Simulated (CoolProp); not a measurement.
Vapour-liquid equilibrium of carbon dioxide (1) + neopentane (2) at 5.05 °C; x and y are mole fractions of (1).

Model: multi-fluid Helmholtz-energy mixture model, Span 1996 and Lemmon 2006; pair parameters Bell 2016, in CoolProp.

```csv
x,bubble pressure (kPa),y at the bubble point,dew pressure at overall composition x (kPa),liquid density (mol/L)
0.05,323.9,0.730,90.67,[?]
0.15,816.8,0.890,101.6,9.342
0.25,1285,0.929,[?],[?]
0.35,[?],0.945,133.3,10.86
0.45,2033,0.954,157.8,11.77
0.55,2324,0.961,193.2,12.79
0.65,2597,0.967,249.1,13.98
0.75,[?],0.973,350.3,15.36
0.85,3247,0.981,590.7,17.03
0.95,3701,0.993,[?],19.10
```

Question: Complete the blanks.

Answer: 
- 0.05, liquid density (mol/L): 8.696
- 0.25, dew pressure at overall composition x (kPa): 115.3
- 0.25, liquid density (mol/L): 10.06
- 0.35, bubble pressure (kPa): 1693
- 0.75, bubble pressure (kPa): 2891
- 0.95, dew pressure at overall composition x (kPa): 1858

No azeotrope shows between x = 0.05 and 0.95.

Pair parameters are fitted to limited data, so mixtures are less certain than the pure fluids. The gap from Raoult's law changes sign with composition, which may be real or a fault of the pair parameters; it wasn't checked against measurements.
